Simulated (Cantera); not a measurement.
A closed system holds: 1 mol AlCl3, 120 mol NH3, 10 mol N2, 8.4 mol N2O, equilibrated at 1848.15 K and 1330 Pa.

Equilibrium computed with Cantera from the NASA thermochemical tables; the gas is ideal and each condensed phase is pure. Candidate condensed phases: Al, AlCl3, AlN, Al2O3, H2O, NH4Cl; 45 gas species. Rates play no part.

Base state: H2 0.657, N2 0.301, H2O 0.0265, HCl 0.0115, H 0.00373, Cl 4.94e-5, OH 1.11e-5 (mole fractions); condensed: Al2O3(s).

**Question.** What changes in the equilibrium state with this change: pressure from 1330 Pa to 5000 Pa?

**Answer.** 
| species | before | after |
|---|---|---|
| H2 | 0.657 | 0.659 |
| N2 | 0.301 | 0.301 |
| H2O | 0.0265 | 0.0265 |
| H | 0.00373 | 0.00193 |
| HCl | 0.0115 | 0.0115 |
| OH | 1.11e-5 | 5.71e-6 |
| Cl | 4.94e-5 | 2.56e-5 |
| Al2O3(s), mol | 0.500 | 0.500 |
